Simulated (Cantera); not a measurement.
Charge: 1 mol AlN, 0.21 mol H₂O, 0.95 mol H₂, held at 1923.15 K and 99.0 Pa.

Cantera equilibrium calculation (NASA polynomials, part measured and part estimated; ideal gas, pure solids and liquids). Candidate condensed phases: Al, AlN, Al₂O₃, H₂O; 35 gas species. The tables' values for AlOH are old estimates; treat these amounts as uncertain. Equilibrium is a limit: real reactors are often held back by kinetics, nucleation or transport.

Base state: H₂ 0.458, Al 0.233, N₂ 0.202, Al₂O 0.0849, H 0.0203, AlH 0.00165, AlOH 4.94e-5, Al₂ 2.49e-5 (mole fractions); condensed: gas only.

**Question.** What changes in the equilibrium state with this change: pressure from 99.0 Pa to 38.0 mbar?

**Answer.** 
```csv
species,before,after
H₂,0.458,0.932
N₂,0.202,0.0589
H,0.0203,0.00467
Al,0.233,0.00250
Al₂O,0.0849,0.00175
Al₂,2.49e-5,1.10e-7
AlH,0.00165,0.000157
H₂O,1.60e-6,1.51e-5
AlOH,4.94e-5,2.18e-5
"AlN(s), mol",0,0.854
"Al₂O₃(s), mol",0,0.0693
```
Mutual solubility and eutectic melting of coexisting phases are not modelled. Condensed phases not in the tables: aluminium oxynitride.

**Question.** What changes in the equilibrium state with this change: pressure from 99.0 Pa to 0.100 bar?

**Answer.** 
| species | before | after |
|---|---|---|
| H₂ | 0.458 | 0.939 |
| N₂ | 0.202 | 0.0573 |
| H | 0.0203 | 0.00289 |
| Al | 0.233 | 0.000595 |
| Al₂O | 0.0849 | 0.000355 |
| Al₂ | 2.49e-5 | 1.64e-8 |
| AlH | 0.00165 | 6.07e-5 |
| AlN(s), mol | 0 | 0.859 |
| Al₂O₃(s), mol | 0 | 0.0698 |
Mutual solubility and eutectic melting of coexisting phases are not modelled. Condensed phases not in the tables: aluminium oxynitride.
